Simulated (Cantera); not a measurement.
Low-pressure radical oxidation in H2/O2

A perfectly stirred reactor is fed with H2 : O2 : N2 = 0.39 : 1 : 2.5 (molar parts), at 5.25 Torr; it is held at 1425 K, and followed from long to short residence time.

Computed with Cantera and the H2/O2 subset of GRI-Mech 3.0, which has no nitrogen chemistry. Radical loss at walls, strong at low pressure, is not modelled. The temperature is held fixed by assumption; the heat of reaction is taken as removed at once.

```json
[
 {"τ (s)": "0.43", "x H2": "0.00392", "x O2": "0.207", "x H2O": "0.0899", "x HO2": "5.93e-7", "x H2O2": "3.34e-8", "x H": "0.0125", "x OH": "0.00640"},
 {"τ (s)": "0.13", "x H2": "0.00558", "x O2": "0.203", "x H2O": "0.0812", "x HO2": "5.93e-7", "x H2O2": "3.37e-8", "x H": "0.0225", "x OH": "0.00750"},
 {"τ (s)": "0.040", "x H2": "0.00677", "x O2": "0.200", "x H2O": "0.0753", "x HO2": "5.82e-7", "x H2O2": "3.32e-8", "x H": "0.0296", "x OH": "0.00806"},
 {"τ (s)": "0.012", "x H2": "0.00833", "x O2": "0.200", "x H2O": "0.0715", "x HO2": "5.77e-7", "x H2O2": "3.39e-8", "x H": "0.0327", "x OH": "0.00844"},
 {"τ (s)": "0.0037", "x H2": "0.0123", "x O2": "0.203", "x H2O": "0.0669", "x HO2": "5.75e-7", "x H2O2": "3.68e-8", "x H": "0.0334", "x OH": "0.00897"},
 {"τ (s)": "0.0011", "x H2": "0.0240", "x O2": "0.212", "x H2O": "0.0561", "x HO2": "5.64e-7", "x H2O2": "4.05e-8", "x H": "0.0308", "x OH": "0.00948"},
 {"τ (s)": "0.00034", "x H2": "0.0559", "x O2": "0.232", "x H2O": "0.0313", "x HO2": "5.01e-7", "x H2O2": "2.94e-8", "x H": "0.0191", "x OH": "0.00716"}
]
```
x: mole fraction; the columns are a selection and need not sum to one.
